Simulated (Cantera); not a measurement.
An adiabatic, constant-pressure homogeneous reactor starts with CO : H₂ : CH₄ : O₂ : N₂ = 1 : 0.031 : 0.11 : 1.6 : 6.01 (molar parts), equivalence ratio 0.46, at 1425 K and 0.800 bar. Integrator tolerance rtol = 1e-08.

Model: GRI-Mech 3.0 (53 species, 325 reactions), integrated in Cantera.

Problem. What does this change do: CH4 0.11 to 0.068 parts?

Solution. 
| quantity | before | after |
|---|---|---|
| time of steepest temperature rise | 0.224 ms | 0.147 ms |
| temperature at 2.00 s | 2424 K | 2371 K |
| equilibrium temperature | 2424 K | 2371 K |
| x(CO) at 2.00 s | 0.0106 (gas-phase equilibrium 0.0106) | 0.00740 (gas-phase equilibrium 0.00740) |
| x(H₂) at 2.00 s | 0.000391 (gas-phase equilibrium 0.000391) | 0.000189 (gas-phase equilibrium 0.000189) |
| x(CH₄) at 2.00 s | <1e-12 (gas-phase equilibrium <1e-12) | <1e-12 (gas-phase equilibrium <1e-12) |
| x(OH) at 2.00 s | 0.00518 (gas-phase equilibrium 0.00518) | 0.00363 (gas-phase equilibrium 0.00363) |
| x(CH₂O) at 2.00 s | 1.33e-12 (gas-phase equilibrium 1.33e-12) | <1e-12 (gas-phase equilibrium <1e-12) |
| x(C₂H₂) at 2.00 s | <1e-12 (gas-phase equilibrium <1e-12) | <1e-12 (gas-phase equilibrium <1e-12) |
| x(C₂H₆) at 2.00 s | <1e-12 (gas-phase equilibrium <1e-12) | <1e-12 (gas-phase equilibrium <1e-12) |

Problem. What does this change do: initial temperature 1425 to 1025 K?

Solution. 
```csv
quantity,before,after
time of steepest temperature rise,0.224 ms,4.89 ms
temperature at 2.00 s,2424 K,2164 K
equilibrium temperature,2424 K,2164 K
x(CO) at 2.00 s,0.0106 (gas-phase equilibrium 0.0106),0.00219 (gas-phase equilibrium 0.00219)
x(H₂) at 2.00 s,0.000391 (gas-phase equilibrium 0.000391),9.40e-5 (gas-phase equilibrium 9.40e-5)
x(CH₄) at 2.00 s,<1e-12 (gas-phase equilibrium <1e-12),<1e-12 (gas-phase equilibrium <1e-12)
x(OH) at 2.00 s,0.00518 (gas-phase equilibrium 0.00518),0.00205 (gas-phase equilibrium 0.00205)
x(CH₂O) at 2.00 s,1.33e-12 (gas-phase equilibrium 1.33e-12),<1e-12 (gas-phase equilibrium <1e-12)
x(C₂H₂) at 2.00 s,<1e-12 (gas-phase equilibrium <1e-12),<1e-12 (gas-phase equilibrium <1e-12)
x(C₂H₆) at 2.00 s,<1e-12 (gas-phase equilibrium <1e-12),<1e-12 (gas-phase equilibrium <1e-12)
```
